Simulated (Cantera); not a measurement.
An isothermal, constant-pressure homogeneous reactor starts with C2H4 : O2 : N2 : CH4 = 0.0044 : 0.011 : 1 : 0.011 (molar parts), equivalence ratio 3.2, at 1473 K and 170000 Pa.

Model: GRI-Mech 3.0 (53 species, 325 reactions), integrated in Cantera. GRI-Mech 3.0 was tuned for natural gas; its chemistry of ethylene as a main component is partial and can be far from experiment.

x: mole fraction; the columns are a selection and need not sum to one.

```tsv
t (s)	x C2H4	x O2	x C2H2	x H2	x HCO	x H2O	x HCN
0.000100	0.00428	0.0107	3.56e-6	3.93e-6	2.16e-10	1.88e-7	<1e-12
0.000344	0.00427	0.0107	1.30e-5	1.54e-5	7.65e-10	1.66e-6	<1e-12
0.00118	0.00418	0.0107	6.95e-5	0.000118	7.90e-9	4.21e-5	1.71e-12
0.00407	[?]	[?]	[?]	[?]	[?]	[?]	[?]
0.0140	[?]	[?]	[?]	0.0112	[?]	[?]	[?]
0.0482	7.90e-5	0.000204	0.00290	0.0121	2.13e-10	0.00938	2.10e-7
0.166	3.29e-5	2.78e-5	0.00293	0.0123	4.50e-11	0.00943	2.18e-7
0.571	2.93e-5	4.37e-7	0.00298	0.0128	3.14e-11	0.00920	2.21e-7
1.96	3.08e-5	<1e-12	0.00311	0.0139	3.18e-11	0.00865	2.26e-7
6.76	3.33e-5	<1e-12	0.00323	0.0155	3.48e-11	0.00806	2.32e-7
23.3	3.32e-5	<1e-12	0.00295	0.0174	4.21e-11	0.00725	2.41e-7
80.0	2.67e-5	<1e-12	0.00204	0.0205	5.53e-11	0.00554	2.43e-7
```

Problem. What belongs in the gaps?

Solution. 
- 0.00407, x C2H4: 0.00310
- 0.00407, x O2: 0.00912
- 0.00407, x C2H2: 0.000687
- 0.00407, x H2: 0.00245
- 0.00407, x HCO: 8.01e-8
- 0.00407, x H2O: 0.00133
- 0.00407, x HCN: 1.54e-9
- 0.0140, x C2H4: 0.000509
- 0.0140, x O2: 0.00137
- 0.0140, x C2H2: 0.00262
- 0.0140, x HCO: 6.10e-9
- 0.0140, x H2O: 0.00830
- 0.0140, x HCN: 1.49e-7
